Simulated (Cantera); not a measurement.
A closed system holds: 1 mol Si2H6, 0.058 mol O2, 1.6 mol N2, at 1648.15 K and 0.00400 bar.

Method: chemical equilibrium by Gibbs-energy minimisation in Cantera with the NASA 1993 tables (ideal gas, pure condensed phases). Candidate condensed phases: H2O, Si, SiO2, Si2N2O, Si3N4; 35 gas species. The feed counts by its element totals alone. Mutual solubility and eutectic melting of coexisting phases are not modelled. Rates play no part.

Base state: H2 0.826, N2 0.167, SiO 0.00569, H 0.00128, Si 6.46e-5 (mole fractions); condensed: Si(s) + Si2N2O(s) + Si3N4(s).

Problem. What changes in the equilibrium state with this change: Si2H6 replaced by SiF4?

Solution. 
```
species          before     after
--------------  -------  --------
N2                0.167     0.602
SiF4                  0     0.376
O2                <1e-9    0.0215
H2                0.826         0
H               0.00128         0
SiO             0.00569   4.72e-9
NO                <1e-9  0.000661
Si              6.46e-5     <1e-9
O                 <1e-9   5.87e-5
Si(s), mol        0.442         0
Si2N2O(s), mol   0.0953         0
Si3N4(s), mol     0.449         0
```
The tables' values for SiF3 are old estimates; treat these amounts as uncertain.

Problem. What changes in the equilibrium state with this change: temperature from 1648.15 K to 1298.15 K?

Solution. 
```
species          before    after
--------------  -------  -------
H2                0.826    0.908
N2                0.167   0.0924
H               0.00128  1.62e-5
SiO             0.00569  7.95e-8
Si              6.46e-5    <1e-9
Si(s), mol        0.442        0
Si2N2O(s), mol   0.0953    0.116
Si3N4(s), mol     0.449    0.589
```
N2 is the only nitrogen source here; it is nearly inert below about 1500 K, so the nitride shown seldom forms there in practice.
